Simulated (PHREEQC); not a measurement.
1 kg of water holding 0.16 mol K2CO3, 0.0046 mol K2SO4 and 0.18 mol KCl is evaporated at 75 °C; the solids stay in contact with the brine. No CO2 enters from the air. The run lets Arcanite, Kalicinite, Misenite, Sylvite precipitate or redissolve, and no other solid.

All values are PHREEQC results (Pitzer model, pitzer.dat), not measurements.

```tsv
water left (kg)	ionic strength	water activity	Sylvite (mol)	Arcanite (mol)	C in solution (mol/kgw)	K in solution (mol/kgw)	S in solution (mol/kgw)
1	0.662	0.987	0	0	0.160	0.509	0.00460
0.8219	0.807	0.984	0	0	0.195	0.620	0.00560
0.6756	0.983	0.981	0	0	0.237	0.754	0.00681
0.5553	1.20	0.977	0	0	0.288	0.917	0.00828
0.4564	1.46	0.971	0	0	0.351	1.12	0.0101
0.3751	1.78	0.965	0	0	0.426	1.36	0.0123
0.3084	2.17	0.957	0	0	0.519	1.65	0.0149
0.2535	2.64	0.947	0	0	0.631	2.01	0.0181
0.2084	3.21	0.934	0	0	0.768	2.44	0.0221
0.1713	3.91	0.917	0	0	0.934	2.97	0.0269
0.1408	4.76	0.896	0	0	1.14	3.62	0.0327
0.1158	5.80	0.867	0	0	1.38	4.40	0.0397
0.0952	7.05	0.830	0	0	1.68	5.35	0.0483
0.07827	8.55	0.782	0	0.000799	2.04	6.49	0.0486
0.06436	10.3	0.722	0	0.00297	2.49	7.82	0.0253
0.05294	11.8	0.675	0.0365	0.00382	3.02	8.78	0.0147
0.04354	13.1	0.637	0.0888	0.00421	3.67	9.46	0.00905
0.03584	14.9	0.583	0.127	0.00443	4.46	10.4	0.00486
0.0295	17.2	0.509	0.153	0.00454	5.42	11.8	0.00218
```

Arcanite from water left = 0.07827 kg (pH 11.55); Sylvite from water left = 0.05294 kg (pH 11.92).

Constants without temperature data keep their 25 °C values here.
